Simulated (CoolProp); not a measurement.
Dimethyl carbonate along the isotherm 326.85 °C: density (kg/m³) from the reference equation and from simpler models built on Tc = 283.9 °C, pc = 4909 kPa, ω = 0.346; each cubic takes its own stable root.

Values from CoolProp's reference Helmholtz-energy equation of state, Zhou 2011.

```tsv
p (kPa)	phase	reference	ideal gas	van der Waals	Redlich-Kwong	Soave-Redlich-Kwong	Peng-Robinson
736	gas	13.86	13.29	13.82	13.87	13.84	13.92
1470	gas	28.99	26.54	28.82	29.05	28.89	29.22
2210	gas	45.88	39.90	…	46.05	45.62	46.41
2950	gas	64.90	53.27	64.32	65.26	64.31	…
3680	gas	86.43	66.45	85.78	87.15	85.24	87.86
4420	gas	112.2	79.81	112.0	113.6	109.9	114.0
5150	supercritical	143.2	92.99	145.8	146.2	138.8	145.1
5890	supercritical	182.7	106.4	…	190.3	…	184.1
6630	supercritical	…	119.7	276.1	251.9	220.1	233.0
7360	supercritical	295.6	132.9	326.2	…	272.0	289.3
```

**Question.** Some entries are withheld; supply them.

**Answer.** 
- 2210, van der Waals: 45.52
- 2950, Peng-Robinson: 65.85
- 5890, van der Waals: 197.4
- 5890, Soave-Redlich-Kwong: 174.9
- 6630, reference: 233.6
- 7360, Redlich-Kwong: 318.9
